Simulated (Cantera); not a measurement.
Mixture: H2 : O2 : N2 = 1 : 1.06 : 2.87 (molar parts), at 28.6 atm, adiabatic and at constant pressure. Ignition delay is the time to a rise of 400 K.

Detailed kinetics in Cantera: GRI-Mech 3.0 (53 species, 325 reactions). The hydrogen kinetics of GRI-Mech 3.0 are dated; newer H2 mechanisms differ, most at raised pressure. The pressure lies above the range GRI-Mech 3.0 was tuned for (to about 10 atm).

### Question
What does this change do: 0.054 parts H2O added?

### Answer
```json
[
 {"quantity": "delay at 950 K", "before": "20.7 ms", "after": "20.8 ms"},
 {"quantity": "delay at 1100 K", "before": "0.836 ms", "after": "0.862 ms"},
 {"quantity": "delay at 1250 K", "before": "56.4 µs", "after": "62.3 µs"},
 {"quantity": "delay at 1400 K", "before": "2.60 µs", "after": "3.72 µs"},
 {"quantity": "delay at 1550 K", "before": "0.507 µs", "after": "0.558 µs"},
 {"quantity": "apparent activation energy between 1475 and 1625 K", "before": "120 kJ/mol", "after": "140 kJ/mol"}
]
```

### Question
What does this change do: 0.029 parts H2O added?

### Answer
```csv
quantity,before,after
delay at 950 K,20.7 ms,20.8 ms
delay at 1100 K,0.836 ms,0.850 ms
delay at 1250 K,56.4 µs,59.7 µs
delay at 1400 K,2.60 µs,3.18 µs
delay at 1550 K,0.507 µs,0.533 µs
apparent activation energy between 1475 and 1625 K,120 kJ/mol,130 kJ/mol
```
